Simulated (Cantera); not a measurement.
Input: 1 mol PbS, a varied amount of H2, held at 1450 K and 0.00133 bar.

Method: chemical equilibrium by Gibbs-energy minimisation in Cantera with the NASA 1993 tables (ideal gas, pure condensed phases). Candidate condensed phases: Pb, PbS, S; 10 gas species. Equilibrium is a limit: real reactors are often held back by kinetics, nucleation or transport.

Q: At 32 mol H2, list the 7 most abundant gas species with their mole fractions, and the condensed phases.

A: H2 0.956, Pb 0.0174, PbS 0.0128, H2S 0.00962, S2 0.00349, SH 0.000762, H 0.000253. Condensed: gas only.
